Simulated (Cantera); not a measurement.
Input (Python, Cantera) and output of one run.

```python
import numpy as np
import cantera as ct

gas_names = """
    Ca CaF CaF2 CaO CaOH CaO2H2 Ca2 F FO FO2 F2 F2O H HF HOF HO2 H2 H2F2 H2O H2O2 H3F3 H4F4 H5F5 H6F6
    H7F7 O OH O2 O3
""".split()
cond_names = """
    Ca(a) Ca(b) Ca(L) CaF2(a) CaF2(b) CaF2(L) CaO(s) CaO(L) CaO2H2(s) H2O(s) H2O(L)
""".split()


# ... load() reads the species with a 1 bar reference pressure and builds the phases ...
atoms = {
    'CaO': {'Ca': 1, 'O': 1},
    'HF': {'H': 1, 'F': 1},
}
top_T = {}  # K; cautious upper limits of use, not melting points


# ... equilibrate(T, P, feed) seeds the gas with the atoms and calls Mixture.equilibrate('TP', solver="vcs", rtol=1e-11, max_steps=5000) ...
results = []
T = 1675  # K
P = 133.322  # Pa
for m in [6, 7.3, 8.9, 11, 13, 16, 20, 24, 29, 35]:
    feed = {'CaO': 1, 'HF': m}  # mol
    mix = equilibrate(T, P, feed)
    results.append((T, P, feed, dict(zip(mix.species_names, mix.species_moles))))

top = {s: max(r[3][s] / sum(r[3][g] for g in gas_names) for r in results) for s in gas_names}
cols = sorted((s for s in top if top[s] > 1e-06), key=lambda s: -top[s])[:5]
seen = [c for c in cond_names if any(r[3].get(c, 0) > 1e-12 for r in results)]
print("log10 of partial pressures in bar; condensed amounts in mol")
print(f"{'n(HF)':>10s}" + "".join(f"{s[:9]:>10s}" for s in cols + seen))
for T, P, feed, n in results:
    ng = sum(n[g] for g in gas_names)
    print(f"{feed['HF']:10.4g}" + "".join(f"{np.log10(max(n[s] / ng * P / 1e5, 1e-99)):10.3f}" for s in cols)
          + "".join(f"{n.get(c, 0):10.4g}" for c in seen))
```

It prints:

```
log10 of partial pressures in bar; condensed amounts in mol
     n(HF)        HF       H2O      CaF2        H2        O2   CaF2(b)
         6    -2.992    -3.601    -4.234    -5.492    -5.840    0.7709
       7.3    -2.970    -3.701    -4.234    -5.560    -5.907    0.7114
       8.9    -2.954    -3.800    -4.234    -5.626    -5.973    0.6381
        11    -2.941    -3.903    -4.234    -5.695    -6.041     0.542
        13    -2.933    -3.983    -4.234    -5.748    -6.094    0.4505
        16    -2.925    -4.080    -4.234    -5.813    -6.158    0.3132
        20    -2.918    -4.184    -4.234    -5.882    -6.227    0.1301
        24    -2.913    -4.266    -4.256    -5.938    -6.281         0
        29    -2.906    -4.349    -4.338    -5.993    -6.336         0
        35    -2.901    -4.432    -4.419    -6.048    -6.391         0
```

Cantera equilibrium calculation (NASA polynomials, part measured and part estimated; ideal gas, pure solids and liquids).
